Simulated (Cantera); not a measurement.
A perfectly stirred reactor is fed with H₂ : O₂ : N₂ = 1 : 0.278 : 1.04 (molar parts), at 0.510 bar; it is adiabatic with a 398 K inlet, and is followed from long to short residence time, starting on the burning branch (τ in s: 0.11, 0.051, 0.024, 0.011, 0.005, 0.0023, 0.0011, 0.00049, 0.00022, 0.0001, 4.8e-05, 2.2e-05, 1e-05).

Model: GRI-Mech 3.0 (53 species, 325 reactions), integrated in Cantera.

### Question
Predict: blow-out, bracketed by the residence times tried; x(H₂) at τ = 0.110 s; x(O₂) at τ = 0.110 s; x(HO₂) at τ = 0.110 s; x(NO) at τ = 0.110 s; x(H₂O₂) at τ = 0.110 s; x(H₂) at τ = 1.10 ms; x(O₂) at τ = 1.10 ms; x(HO₂) at τ = 1.10 ms; x(NO) at τ = 1.10 ms; x(H₂O₂) at τ = 1.10 ms.

### Answer
```
Quantity                                                                      Result
------------------------------------------------  ----------------------------------
blow-out, bracketed by the residence times tried  burning at 48.0 µs, out at 22.0 µs
x(H₂) at τ = 0.110 s                                                           0.214
x(O₂) at τ = 0.110 s                                                         3.70e-5
x(HO₂) at τ = 0.110 s                                                        1.60e-8
x(NO) at τ = 0.110 s                                                         3.70e-5
x(H₂O₂) at τ = 0.110 s                                                       5.45e-9
x(H₂) at τ = 1.10 ms                                                           0.191
x(O₂) at τ = 1.10 ms                                                         0.00107
x(HO₂) at τ = 1.10 ms                                                        4.40e-7
x(NO) at τ = 1.10 ms                                                         1.66e-5
x(H₂O₂) at τ = 1.10 ms                                                       1.37e-7
```
